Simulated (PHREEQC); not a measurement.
A column of 0.1 m (40 cells, dispersivity 0.005 m, 720 s a shift, diffusion coefficient 3e-10 m²/s) holds 0.06 eq of the database's cation exchanger X per kg of pore water, first in equilibrium with 0.0019 mol BaCl2, 0.021 mol CdCl2 and 1e-05 mol HCl per kg of water. It is flushed with 0.07 mol MnCl2 and 1e-05 mol HCl per kg of water, at 25 °C. Values are for the last cell. No CO2 enters from the air. No solid was allowed to form.

The series has 31 steps of pore volumes, from 0 to 3.013.

The numbers come from PHREEQC with the ion-association model, phreeqc.dat.

### Question
After how many pore volumes does Mn at the outlet first reach half of its feed value?

### Answer
By 1.4 pore volumes.

Complexes and solids missing from the database can't appear.
